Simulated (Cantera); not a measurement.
What does this Cantera script print?

```python
import numpy as np
import cantera as ct

gas_names = """
    C CH CH2 CH3 CH2OH CH3O CH4 CH3OH CN CO CO2 COOH C2 C2H CHCO,ketyl C2H2,acetylene C2H2,vinylidene
    CH2CO,ketene C2H3,vinyl CH3CN CH3CO,acetyl C2H4 C2H4O,ethylen CH3CHO,ethanal CH3COOH (HCOOH)2 C2H5
    C2H6 CH3OCH3 C2H5OH CCN CNC C2N2 C2O C3 C3H3,propargyl C3H4,allene C3H4,propyne C3H4,cyclo-
    C3H5,allyl C3H6,propylene C3H6,cyclo- C3H6O C3H7,n-propyl C3H7,i-propyl C3H8 C3H8O,1propanol
    C3H8O,2propanol C3O2 C4 C4H2 C4H4,1,3-cyclo- C4H6,butadiene C4H6,2-butyne C4H6,cyclo- C4H8,1-butene
    C4H8,cis2-buten C4H8,tr2-butene C4H8,isobutene C4H8,cyclo- (CH3COOH)2 C4H9,n-butyl C4H9,i-butyl
    C4H9,s-butyl C4H9,t-butyl C4H10,isobutane C4H10,n-butane C4N2 C5 C5H6,1,3cyclo- C5H8,cyclo-
    C5H10,1-pentene C5H10,cyclo- C5H11,pentyl C5H11,t-pentyl C5H12,n-pentane C5H12,i-pentane
    CH3C(CH3)2CH3 C6H2 C6H5,phenyl C6H5O,phenoxy C6H6 C6H5OH,phenol C6H10,cyclo- C6H12,1-hexene
    C6H12,cyclo- C6H13,n-hexyl C7H7,benzyl C7H8 C7H8O,cresol C7H14,1-heptene C7H15,n-heptyl
    C7H16,n-heptane C8H8,styrene C8H10,ethylbenz C8H16,1-octene C8H17,n-octyl C8H18,isooctane
    C8H18,n-octane C9H19,n-nonyl C10H8,naphthale C10H21,n-decyl C12H9,o-bipheny C12H10,bipheny H HCN HCO
    HCCN HNC HNCO HNO HNO2 HNO3 HO2 H2 HCHO,formaldehy HCOOH H2O H2O2 N NCO NH NH2 NH3 NH2OH NO NO2 NO3
    N2 N2H2 N2H4 N2O O OH O2 O3
""".split()
cond_names = """
    C(gr) C6H6(L) C7H8(L) C8H18(L),n-octa H2O(s) H2O(L)
""".split()


def load(file, names, dense=False):
    # The tables refer to 1 bar. Condensed volumes are neglected.
    table = {s.name: s for s in ct.Species.list_from_file(file)}
    out = []
    for n in names:
        d = dict(table[n].input_data)
        d["thermo"] = dict(d["thermo"], **{"reference-pressure": 1e5})
        if dense:
            d["equation-of-state"] = {"model": "constant-volume", "density": "1e6 g/cm^3"}
        out.append(ct.Species.from_dict(d))
    return out


gas = ct.Solution(thermo="ideal-gas", species=load("nasa_gas.yaml", gas_names))
cond = {s.name: ct.Solution(thermo="fixed-stoichiometry", species=[s], name=s.name)
        for s in load("nasa_condensed.yaml", cond_names, dense=True)}
atoms = {
    'C2H4': {'C': 2, 'H': 4},
    'H2O': {'H': 2, 'O': 1},
    'N2': {'N': 2},
    'H2': {'H': 2},
}
top_T = {'C(gr)': 4500}  # K; cautious upper limits of use, not melting points


def equilibrate(T, P, feed):
    n = {}
    for name, mol in feed.items():
        for a, k in atoms[name].items():
            n[a] = n.get(a, 0.0) + k * mol
    gas.TPX = T, P, n
    mass = sum(n.values()) * gas.mean_molecular_weight
    gas.equilibrate("TP")
    valid = [c for c in cond.values() if c.min_temp <= T <= top_T.get(c.name, c.max_temp)]
    mix = ct.Mixture([(gas, mass / gas.mean_molecular_weight)] + [(c, 0.0) for c in valid])
    mix.T, mix.P = T, P
    mix.equilibrate("TP", solver="vcs", rtol=1e-11, max_steps=5000)
    return mix


results = []
feed = {'C2H4': 1, 'H2O': 0.21, 'N2': 2.3, 'H2': 30}  # mol
P = 23  # Pa
for T in [923, 1023, 1123, 1223, 1323, 1423, 1523, 1623, 1723, 1823, 1923, 2023]:
    mix = equilibrate(T, P, feed)
    results.append((T, P, feed, dict(zip(mix.species_names, mix.species_moles))))
    x = sorted(zip(gas.X, gas.species_names), reverse=True)
    print(f"T = {T:g} K  P = {P:g} Pa  gas = {mix.phase_moles(0):.4g} mol")
    print("   x: " + "  ".join(f"{s} {v:.3e}" for v, s in x if v > 0.0001))
    print("   condensed (mol): " + ("  ".join(f"{mix.phase(i).name} {mix.phase_moles(i):.4g}"
          for i in range(1, mix.n_phases) if mix.phase_moles(i) > 1e-12) or "none"))
```

It prints:

```
T = 923 K  P = 23 Pa  gas = 34.72 mol
   x: H2 9.277e-01  N2 6.625e-02  CO 6.047e-03
   condensed (mol): C(gr) 1.788
T = 1023 K  P = 23 Pa  gas = 34.72 mol
   x: H2 9.277e-01  N2 6.624e-02  CO 6.048e-03
   condensed (mol): C(gr) 1.789
T = 1123 K  P = 23 Pa  gas = 34.72 mol
   x: H2 9.277e-01  N2 6.624e-02  CO 6.048e-03
   condensed (mol): C(gr) 1.79
T = 1223 K  P = 23 Pa  gas = 34.72 mol
   x: H2 9.277e-01  N2 6.623e-02  CO 6.048e-03
   condensed (mol): C(gr) 1.789
T = 1323 K  P = 23 Pa  gas = 34.72 mol
   x: H2 9.276e-01  N2 6.621e-02  CO 6.048e-03  H 1.007e-04
   condensed (mol): C(gr) 1.788
T = 1423 K  P = 23 Pa  gas = 34.73 mol
   x: H2 9.272e-01  N2 6.616e-02  CO 6.047e-03  H 4.217e-04  HCN 1.477e-04
   condensed (mol): C(gr) 1.785
T = 1523 K  P = 23 Pa  gas = 34.75 mol
   x: H2 9.261e-01  N2 6.604e-02  CO 6.044e-03  H 1.467e-03  HCN 3.067e-04
   condensed (mol): C(gr) 1.778
T = 1623 K  P = 23 Pa  gas = 34.8 mol
   x: H2 9.232e-01  N2 6.580e-02  CO 6.035e-03  H 4.379e-03  HCN 5.804e-04
   condensed (mol): C(gr) 1.767
T = 1723 K  P = 23 Pa  gas = 34.92 mol
   x: H2 9.160e-01  N2 6.534e-02  H 1.151e-02  CO 6.014e-03  HCN 1.015e-03
   condensed (mol): C(gr) 1.748
T = 1823 K  P = 23 Pa  gas = 35.2 mol
   x: H2 9.005e-01  N2 6.449e-02  H 2.711e-02  CO 5.966e-03  HCN 1.653e-03  C2H2,acetylene 1.903e-04
   condensed (mol): C(gr) 1.716
T = 1923 K  P = 23 Pa  gas = 35.76 mol
   x: H2 8.701e-01  N2 6.300e-02  H 5.794e-02  CO 5.873e-03  HCN 2.518e-03  C2H2,acetylene 3.928e-04  HNC 1.238e-04
   condensed (mol): C(gr) 1.667
T = 2023 K  P = 23 Pa  gas = 36.8 mol
   x: H2 8.160e-01  H 1.131e-01  N2 6.059e-02  CO 5.706e-03  HCN 3.586e-03  C2H2,acetylene 7.290e-04  HNC 2.124e-04
   condensed (mol): C(gr) 1.596
```

Equilibrium computed with Cantera from the NASA thermochemical tables; the gas is ideal and each condensed phase is pure.
